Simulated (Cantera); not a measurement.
# Counterflow diffusion flame

A counterflow diffusion flame at 0.830 bar, nozzles 20 mm apart: fuel side H2 : N2 = 1 : 0.76 (molar parts) at 425 K, oxidiser side O2 : N2 = 0.27 : 0.73 (molar parts) at 375 K, fuel mass flux 0.71 times the oxidiser's; mixture-averaged transport, no radiation.

Cantera simulation using the H2/O2 subset of GRI-Mech 3.0, which has no nitrogen chemistry; the numbers are that mechanism's predictions, not measurements. The maximum strain rate includes the flame's own expansion and is several times the mean.

| oxidiser flux (kg/m²/s) | max strain (1/s) | mean strain (1/s) | T max (K) | peak x OH | peak x H | peak x H2O | peak x HO2 |
|---|---|---|---|---|---|---|---|
| 0.5 | 382 | 89.3 | 2321 | 0.0196 | 0.0144 | 0.296 | 4.41e-5 |
| 0.65 | 481 | 116 | 2287 | 0.0198 | 0.0158 | 0.293 | 5.42e-5 |
| 0.84 | 605 | 150 | 2249 | 0.0198 | 0.0172 | 0.290 | 6.47e-5 |
| 1.1 | 777 | 197 | 2206 | 0.0198 | 0.0188 | 0.287 | 7.70e-5 |
| 1.4 | 970 | 250 | 2169 | 0.0197 | 0.0205 | 0.285 | 8.96e-5 |
| 1.8 | 1220 | 322 | 2129 | 0.0196 | 0.0223 | 0.283 | 0.000104 |
| 2.4 | 1600 | 429 | 2085 | 0.0194 | 0.0245 | 0.280 | 0.000121 |
| 3.1 | 2020 | 554 | 2040 | 0.0191 | 0.0265 | 0.277 | 0.000137 |
| 4 | 2570 | 715 | 1995 | 0.0186 | 0.0285 | 0.274 | 0.000155 |
| 5.2 | 3290 | 929 | 1947 | 0.0180 | 0.0308 | 0.272 | 0.000174 |
x: mole fraction; the columns are a selection and need not sum to one.
